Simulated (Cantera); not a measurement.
Cantera run, input and output.

```python
import numpy as np
import cantera as ct

gas = ct.Solution("h2o2.yaml")
gas.TPX = 950, 16000, {'H2': 1.1, 'O2': 1, 'N2': 16}
reactor = ct.IdealGasConstPressureReactor(gas, energy="off", clone=False)
net = ct.ReactorNet([reactor])
net.rtol, net.atol = 1e-08, 1e-18
show = ['H2', 'O2', 'H', 'H2O2', 'H2O', 'OH']
times = np.geomspace(8e-05, 2, 12)

steps = ct.SolutionArray(gas, extra=["t"])
rows = []
print(f"{'t/s':>10s}{'T/K':>9s}{'P/Pa':>11s}" + "".join(f"{s:>11s}" for s in show))
for t in times:
    while net.time < t:
        t_next = net.step()
        steps.append(gas.state, t=t_next)
    rows.append([np.interp(t, steps.t, y) for y in (steps.T, steps.P, *steps(*show).X.T)])
    print(f"{t:10.3e}{rows[-1][0]:9.1f}{rows[-1][1]:11.4g}" + "".join(f"{x:11.3e}" for x in rows[-1][2:]))
rate = np.gradient(steps.T, steps.t)
print("integrator steps:", len(steps.t))
if steps.T.max() > steps.T[0] + 200:
    print(f"time of steepest temperature rise: {steps.t[rate.argmax()]:.4e} s")
gas.TPX = 950, 16000, {'H2': 1.1, 'O2': 1, 'N2': 16}
gas.equilibrate("TP")
print(f"equilibrium (TP): T = {gas.T:.1f} K  " + "  ".join(f"{s} {gas[s].X[0]:.3e}" for s in show))
```

Result:

```
       t/s      T/K       P/Pa         H2         O2          H       H2O2        H2O         OH
 8.000e-05    950.0    1.6e+04  6.077e-02  5.525e-02  7.543e-12  1.202e-15  1.173e-12  2.608e-13
 2.009e-04    950.0    1.6e+04  6.077e-02  5.525e-02  2.393e-11  7.973e-15  1.102e-11  1.011e-12
 5.043e-04    950.0    1.6e+04  6.077e-02  5.525e-02  1.347e-10  6.076e-14  1.355e-10  6.154e-12
 1.266e-03    950.0    1.6e+04  6.077e-02  5.525e-02  4.283e-09  1.263e-12  5.982e-09  1.988e-10
 3.179e-03    950.0    1.6e+04  6.073e-02  5.523e-02  2.036e-05  8.171e-09  3.077e-05  1.072e-06
 7.983e-03    950.0    1.6e+04  2.377e-03  2.687e-02  1.461e-03  5.129e-07  5.926e-02  2.944e-04
 2.004e-02    950.0    1.6e+04  3.422e-04  2.579e-02  1.733e-05  3.299e-07  6.229e-02  3.650e-05
 5.032e-02    950.0    1.6e+04  9.923e-05  2.568e-02  1.662e-06  2.072e-07  6.257e-02  1.363e-05
 1.264e-01    950.0    1.6e+04  2.481e-05  2.565e-02  1.967e-07  9.946e-08  6.265e-02  6.629e-06
 3.173e-01    950.0    1.6e+04  4.335e-06  2.564e-02  1.811e-08  3.411e-08  6.267e-02  3.374e-06
 7.966e-01    950.0    1.6e+04  5.012e-07  2.564e-02  1.278e-09  1.080e-08  6.268e-02  1.667e-06
 2.000e+00    950.0    1.6e+04  4.175e-08  2.564e-02  1.033e-10  3.357e-09  6.268e-02  8.483e-07
integrator steps: 1608
equilibrium (TP): T = 950.0 K  H2 1.795e-11  O2 2.564e-02  H 5.931e-15  H2O2 5.766e-12  H2O 6.268e-02  OH 3.051e-08
```

Cantera simulation using the H2/O2 subset of GRI-Mech 3.0, which has no nitrogen chemistry; the numbers are that mechanism's predictions, not measurements. The temperature is held fixed by assumption; the heat of reaction is taken as removed at once.
